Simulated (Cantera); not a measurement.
# Si2H6 + H2O + N2 (silicon oxide and oxynitride deposition)

A closed system holds: 1 mol Si2H6, a varied amount of H2O, 16 mol N2, held at 1475 °C and 0.100 bar.

These are equilibrium values from Cantera (NASA tables, ideal gas, pure condensed phases), not measurements of a reactor. Candidate condensed phases: H2O, Si, SiO2, Si2N2O, Si3N4; 35 gas species. The feed counts by its element totals alone. Mutual solubility and eutectic melting of coexisting phases are not modelled. The tables hold silica as quartz up to 1696 K and as liquid above; real silica turns to tridymite and cristobalite and melts near 1996 K. Gases not in the tables: Si(OH)4. Kinetics and transport are ignored.

From 2.3 mol H2O to 3.4 mol H2O the condensed part is SiO2(condensed) + Si2N2O(s). From 4.1 mol H2O to 18 mol H2O the condensed part is SiO2(condensed).

```csv
n(H2O) (mol),x N2,x H2O,x H2,x SiO,x H,x OH,x NO,n SiO2(condensed),n Si2N2O(s)
2.3,0.734,0.000125,0.250,0.0154,0.000361,1.05e-8,3.76e-10,0.756,0.459
2.8,0.719,0.000131,0.265,0.0156,0.000372,1.07e-8,3.70e-10,1.08,0.288
3.4,0.702,0.000138,0.282,0.0157,0.000384,1.10e-8,3.63e-10,1.48,0.0825
4.1,0.692,0.00481,0.302,0.000484,0.000397,3.69e-7,1.17e-8,1.99,0
4.9,0.669,0.0377,0.293,5.98e-5,0.000391,2.94e-6,9.29e-8,2.00,0
5.9,0.642,0.0763,0.281,2.84e-5,0.000383,6.07e-6,1.92e-7,2.00,0
7.1,0.613,0.119,0.268,1.74e-5,0.000374,9.67e-6,3.06e-7,2.00,0
8.5,0.582,0.164,0.254,1.20e-5,0.000364,1.37e-5,4.32e-7,2.00,0
10,0.552,0.207,0.241,8.98e-6,0.000355,1.78e-5,5.61e-7,2.00,0
12,0.516,0.258,0.226,6.74e-6,0.000343,2.29e-5,7.24e-7,2.00,0
15,0.471,0.323,0.206,4.90e-6,0.000328,3.01e-5,9.50e-7,2.00,0
18,0.432,0.378,0.189,3.85e-6,0.000314,3.67e-5,1.16e-6,2.00,0
```
x: gas mole fraction; n: condensed amount in mol.
